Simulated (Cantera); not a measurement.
Charge: 1 mol PbO, 0.014 mol H2O, 0.18 mol N2, held at 1300 K and 188 Torr.

Equilibrium computed with Cantera from the NASA thermochemical tables; the gas is ideal and each condensed phase is pure. Candidate condensed phases: H2O, Pb, PbO, PbO2, Pb3O4; 27 gas species. Gases not in the tables: (PbO)n polymers. Kinetics and transport are ignored.

Base state: N2 0.926, H2O 0.0720, PbO 0.00181, Pb 0.000308, O2 0.000149, NO 1.14e-5 (mole fractions); condensed: PbO(l).

Problem. What changes in the equilibrium state with this change: PbO replaced by Fe2O3?

Solution. 
```tsv
species	before	after
N2	0.926	0.928
H2O	0.0720	0.0722
O2	0.000149	6.62e-5
PbO	0.00181	0
Pb	0.000308	0
NO	1.14e-5	7.62e-6
PbO(l), mol	1.000	0
Fe2O3(s), mol	0	1.000
```
Further candidate phases: Fe, FeO, Fe(OH)2, Fe(OH)3, Fe2O3, Fe3O4.
